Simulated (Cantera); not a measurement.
What does this Cantera script print?

```python
import numpy as np
import cantera as ct

gas_names = """
    CL CL2 H HCL H2 Li LiCL LiH Li2 Li2CL2 Li3CL3
""".split()
cond_names = """
    Li(cr) Li(L) LiCL(s) LiCL(L) LiH(s) LiH(L)
""".split()


def load(file, names, dense=False):
    # The tables refer to 1 bar. Condensed volumes are neglected.
    table = {s.name: s for s in ct.Species.list_from_file(file)}
    out = []
    for n in names:
        d = dict(table[n].input_data)
        d["thermo"] = dict(d["thermo"], **{"reference-pressure": 1e5})
        if dense:
            d["equation-of-state"] = {"model": "constant-volume", "density": "1e6 g/cm^3"}
        out.append(ct.Species.from_dict(d))
    return out


gas = ct.Solution(thermo="ideal-gas", species=load("nasa_gas.yaml", gas_names))
cond = {s.name: ct.Solution(thermo="fixed-stoichiometry", species=[s], name=s.name)
        for s in load("nasa_condensed.yaml", cond_names, dense=True)}
atoms = {
    'LiCl': {'Li': 1, 'CL': 1},
    'H2': {'H': 2},
}
top_T = {}  # K; cautious upper limits of use, not melting points


def equilibrate(T, P, feed):
    n = {}
    for name, mol in feed.items():
        for a, k in atoms[name].items():
            n[a] = n.get(a, 0.0) + k * mol
    gas.TPX = T, P, n
    mass = sum(n.values()) * gas.mean_molecular_weight
    gas.equilibrate("TP")
    valid = [c for c in cond.values() if c.min_temp <= T <= top_T.get(c.name, c.max_temp)]
    mix = ct.Mixture([(gas, mass / gas.mean_molecular_weight)] + [(c, 0.0) for c in valid])
    mix.T, mix.P = T, P
    mix.equilibrate("TP", solver="vcs", rtol=1e-11, max_steps=5000)
    return mix


results = []
feed = {'LiCl': 1, 'H2': 4.1}  # mol
T = 1125  # K
P = 3.7  # Pa
mix = equilibrate(T, P, feed)
results.append((T, P, feed, dict(zip(mix.species_names, mix.species_moles))))
print(gas.report(threshold=0.001))
for i in range(1, mix.n_phases):
    print(f"{mix.phase(i).name:16s} {mix.phase_moles(i):12.5e} mol")
```

Result:

```
       temperature   1125 K
          pressure   3.7 Pa
           density   3.9314e-06 kg/m^3
  mean mol. weight   9.9387 kg/kmol
   phase of matter   gas

                          1 kg             1 kmol
                     ---------------   ---------------
          enthalpy       -1.2987e+06       -1.2908e+07  J
   internal energy       -2.2399e+06       -2.2261e+07  J
           entropy             27838        2.7667e+05  J/K
    Gibbs function       -3.2616e+07       -3.2416e+08  J
 heat capacity c_p            3231.3             32115  J/K
 heat capacity c_v            2394.7             23801  J/K

                      mass frac. Y      mole frac. X     chem. pot. / RT
                     ---------------   ---------------   ---------------
                H2           0.16316           0.80438           -28.229
              LiCL           0.83084            0.1948           -60.895
     [   +9 minor]         0.0059966        0.00082062

Li(L)             0.00000e+00 mol
LiCL(L)           0.00000e+00 mol
LiH(L)            0.00000e+00 mol
```

Equilibrium computed with Cantera from the NASA thermochemical tables; the gas is ideal and each condensed phase is pure.
